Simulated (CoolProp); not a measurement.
Vapour-liquid equilibrium of n-hexane (1) + hexamethyldisiloxane (MM) (2) at 413.1 K; x and y are mole fractions of (1).

Computed with CoolProp (multi-fluid Helmholtz-energy mixture model, Thol 2019 and Thol 2016; pair parameters Bell 2016).

Give the bubble pressure and the first vapour's composition at x = 0.45, 0.85, 0.95. Is there an azeotrope?

x = 0.45: 404.7 kPa, y = 0.599; x = 0.85: 551.5 kPa, y = 0.923; x = 0.95: 594.2 kPa, y = 0.977. No azeotrope shows between x = 0.05 and 0.95.

The pair parameters rest on a limited set of measurements; away from them the model extrapolates.
